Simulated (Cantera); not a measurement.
Mixture: CH₄ : CO : O₂ : N₂ : H₂O = 1 : 1.2 : 1.37 : 5.15 : 1.8 (molar parts), equivalence ratio 1.9, at 2100 Torr, adiabatic and at constant pressure. Ignition delay is the time to a rise of 400 K.

Model: GRI-Mech 3.0 (53 species, 325 reactions), integrated in Cantera.

Question: Predict: delay at 1100 K; delay at 1200 K; delay at 1300 K; delay at 1400 K; delay at 1500 K; delay at 1600 K; apparent activation energy between 1400 and 1600 K.

Answer: 
```
Item                                                     Value
--------------------------------------------------  ----------
delay at 1100 K                                        0.305 s
delay at 1200 K                                        61.7 ms
delay at 1300 K                                        14.7 ms
delay at 1400 K                                        3.94 ms
delay at 1500 K                                        1.17 ms
delay at 1600 K                                       0.388 ms
apparent activation energy between 1400 and 1600 K  220 kJ/mol
```
